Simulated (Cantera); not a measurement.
# Hydrocarbon pyrolysis for carbon deposition

A perfectly stirred reactor is fed with 3.55 % C₂H₆, 96.0 % N₂, 0.462 % H₂O, at 0.220 bar; it is held at 1825 K, and followed from long to short residence time.

Computed with Cantera and GRI-Mech 3.0 (53 species, 325 reactions). GRI-Mech 3.0 stops at C3 and has no aromatics, soot or wall deposition, so with more carbon than oxygen in the feed, carbon stays in small species such as C2H2 where larger ones or solid carbon would form.

| τ (s) | x C₂H₆ | x HCN | x H₂ | x CH₂ | x H | x CH₄ | x C₂H |
|---|---|---|---|---|---|---|---|
| 0.94 | 1.63e-6 | 0.000236 | 0.0687 | 6.53e-7 | 0.000310 | 0.00145 | 1.34e-6 |
| 0.34 | 4.27e-6 | 0.000173 | 0.0667 | 1.17e-6 | 0.000346 | 0.00202 | 1.54e-6 |
| 0.12 | 1.12e-5 | 0.000130 | 0.0644 | 2.13e-6 | 0.000397 | 0.00272 | 1.84e-6 |
| 0.045 | 2.75e-5 | 0.000101 | 0.0620 | 3.73e-6 | 0.000459 | 0.00352 | 2.19e-6 |
| 0.016 | 7.07e-5 | 7.46e-5 | 0.0592 | 6.56e-6 | 0.000534 | 0.00462 | 2.61e-6 |
| 0.0059 | 0.000176 | 5.32e-5 | 0.0558 | 1.09e-5 | 0.000609 | 0.00595 | 3.03e-6 |
| 0.0021 | 0.000452 | 3.56e-5 | 0.0510 | 1.76e-5 | 0.000688 | 0.00752 | 3.44e-6 |
| 0.00077 | 0.00113 | 2.30e-5 | 0.0447 | 2.67e-5 | 0.000757 | 0.00881 | 3.71e-6 |
| 0.00028 | 0.00282 | 1.42e-5 | 0.0362 | 3.80e-5 | 0.000798 | 0.00903 | 3.57e-6 |
| 0.00010 | 0.00692 | 7.95e-6 | 0.0252 | 4.86e-5 | 0.000769 | 0.00712 | 2.60e-6 |
x: mole fraction; the columns are a selection and need not sum to one.
